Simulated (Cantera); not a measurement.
A Cantera script and its output.

```python
import numpy as np
import cantera as ct

gas = ct.Solution("gri30.yaml")
gas.TP = 300, 101325
flame = ct.CounterflowDiffusionFlame(gas, width=0.02)
flame.fuel_inlet.X, flame.fuel_inlet.T = {'CH4': 1, 'CO': 0.76}, 325
flame.oxidizer_inlet.X, flame.oxidizer_inlet.T = {'O2': 0.19, 'N2': 0.81}, 598
flame.set_refine_criteria(ratio=3, slope=0.12, curve=0.24, prune=0.03)
show = ['OH', 'H', 'NO', 'CO', 'C2H2']

rows = []
print(f"{'mdot':>8s}{'a_max':>10s}{'a_mean':>10s}{'Tmax/K':>9s}" + "".join(f"{s:>11s}" for s in show) + "   (peak mole fractions)")
for i, mdot in enumerate([0.25, 0.37, 0.55, 0.8, 1.2, 1.7, 2.6]):  # kg/m2/s on the oxidiser side
    flame.oxidizer_inlet.mdot, flame.fuel_inlet.mdot = mdot, 1 * mdot
    flame.solve(loglevel=0, auto=(i == 0))
    if flame.T.max() < max(325, 598) + 100:
        print(f"{mdot:8.3g}  no burning solution found from the previous one")
        break
    dT = np.abs(np.gradient(flame.T, flame.grid))
    rows.append([flame.strain_rate("max"), flame.strain_rate("mean"), flame.T.max(),
                 *(flame.X[gas.species_index(s)].max() for s in show), max(dT[0], dT[-1]) / dT.max()])
    print(f"{mdot:8.3g}{rows[-1][0]:10.1f}{rows[-1][1]:10.1f}{rows[-1][2]:9.1f}" + "".join(f"{x:11.3e}" for x in rows[-1][3:-1]))
```

It prints:

```
    mdot     a_max    a_mean   Tmax/K         OH          H         NO         CO       C2H2   (peak mole fractions)
    0.25     173.1      37.0   2075.8  6.733e-03  3.829e-03  2.380e-04  4.318e-01  8.844e-03
    0.37     246.7      54.8   2058.0  6.710e-03  4.081e-03  2.162e-04  4.318e-01  8.164e-03
    0.55     355.3      81.5   2040.0  6.656e-03  4.338e-03  1.914e-04  4.318e-01  7.599e-03
     0.8     504.0     118.5   2021.8  6.564e-03  4.565e-03  1.649e-04  4.318e-01  7.053e-03
     1.2     737.6     177.8   1998.2  6.359e-03  4.752e-03  1.326e-04  4.318e-01  6.380e-03
     1.7    1023.5     251.8   1971.7  6.045e-03  4.807e-03  1.018e-04  4.318e-01  5.622e-03
     2.6    1527.2     385.2   1928.5  5.445e-03  4.650e-03  6.358e-05  4.318e-01  4.419e-03
```

Computed with Cantera and GRI-Mech 3.0 (53 species, 325 reactions). GRI-Mech 3.0 has no aromatics or soot, which form on the fuel side of real flames. The maximum strain rate includes the flame's own expansion and is several times the mean.
